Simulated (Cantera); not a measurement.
What does this Cantera script print?

```python
import numpy as np
import cantera as ct

gas = ct.Solution("gri30.yaml")
gas.TPX = 1850, 31000, {'NO': 1, 'N2': 1.1, 'H2O': 0.12}
reactor = ct.IdealGasConstPressureReactor(gas, energy="off", clone=False)
net = ct.ReactorNet([reactor])
net.rtol, net.atol = 1e-08, 1e-18
show = ['NO', 'O', 'N2O', 'N2', 'O2', 'NO2']
times = np.geomspace(0.0002, 5, 13)

steps = ct.SolutionArray(gas, extra=["t"])
rows = []
print(f"{'t/s':>10s}{'T/K':>9s}{'P/Pa':>11s}" + "".join(f"{s:>11s}" for s in show))
for t in times:
    while net.time < t:
        t_next = net.step()
        steps.append(gas.state, t=t_next)
    rows.append([np.interp(t, steps.t, y) for y in (steps.T, steps.P, *steps(*show).X.T)])
    print(f"{t:10.3e}{rows[-1][0]:9.1f}{rows[-1][1]:11.4g}" + "".join(f"{x:11.3e}" for x in rows[-1][2:]))
rate = np.gradient(steps.T, steps.t)
print("integrator steps:", len(steps.t))
if steps.T.max() > steps.T[0] + 200:
    print(f"time of steepest temperature rise: {steps.t[rate.argmax()]:.4e} s")
gas.TPX = 1850, 31000, {'NO': 1, 'N2': 1.1, 'H2O': 0.12}
gas.equilibrate("TP")
print(f"equilibrium (TP): T = {gas.T:.1f} K  " + "  ".join(f"{s} {gas[s].X[0]:.3e}" for s in show))
```

Output:

```
       t/s      T/K       P/Pa         NO          O        N2O         N2         O2        NO2
 2.000e-04   1850.0    3.1e+04  4.504e-01  5.036e-07  4.358e-06  4.955e-01  1.893e-08  1.062e-06
 4.651e-04   1850.0    3.1e+04  4.504e-01  7.748e-07  9.708e-06  4.955e-01  1.150e-07  4.422e-06
 1.081e-03   1850.0    3.1e+04  4.504e-01  2.325e-06  2.045e-05  4.955e-01  1.455e-06  1.854e-05
 2.515e-03   1850.0    3.1e+04  4.502e-01  8.901e-06  3.766e-05  4.955e-01  3.295e-05  4.657e-05
 5.848e-03   1850.0    3.1e+04  4.500e-01  1.030e-05  5.230e-05  4.955e-01  1.887e-04  3.510e-05
 1.360e-02   1850.0    3.1e+04  4.496e-01  1.119e-05  5.498e-05  4.957e-01  4.341e-04  3.215e-05
 3.162e-02   1850.0    3.1e+04  4.486e-01  1.409e-05  5.520e-05  4.962e-01  8.924e-04  4.125e-05
 7.354e-02   1850.0    3.1e+04  4.463e-01  1.900e-05  5.575e-05  4.974e-01  1.978e-03  5.792e-05
 1.710e-01   1850.0    3.1e+04  4.411e-01  2.674e-05  5.549e-05  5.000e-01  4.513e-03  8.374e-05
 3.976e-01   1850.0    3.1e+04  4.293e-01  3.855e-05  5.331e-05  5.059e-01  1.033e-02  1.213e-04
 9.247e-01   1850.0    3.1e+04  4.032e-01  5.600e-05  4.733e-05  5.189e-01  2.328e-02  1.697e-04
 2.150e+00   1850.0    3.1e+04  3.494e-01  8.029e-05  3.548e-05  5.458e-01  5.007e-02  2.149e-04
 5.000e+00   1850.0    3.1e+04  2.558e-01  1.100e-04  1.887e-05  5.926e-01  9.683e-02  2.186e-04
integrator steps: 1142
equilibrium (TP): T = 1850.0 K  NO 4.837e-03  O 1.643e-04  N2O 1.468e-07  N2 7.181e-01  O2 2.224e-01  NO2 6.270e-06
```

Cantera simulation using GRI-Mech 3.0 (53 species, 325 reactions); the numbers are that mechanism's predictions, not measurements.
